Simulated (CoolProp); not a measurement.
Computed with CoolProp (reference Helmholtz-energy equation of state, Pan 2012).

**Question.** For R236FA, give the phase and the density (kg/m³), cp (kJ/(kg K)), cv (kJ/(kg K)), speed of sound (m/s) at 224 K and 3.25 MPa; 400 K and 3.25 MPa.

**Answer.** 
- 224 K and 3.25 MPa: liquid; density 1590, cp 1.16, cv 0.812, speed of sound 860
- 400 K and 3.25 MPa: supercritical; density 387, cp 6.94, cv 1.15, speed of sound 74.4
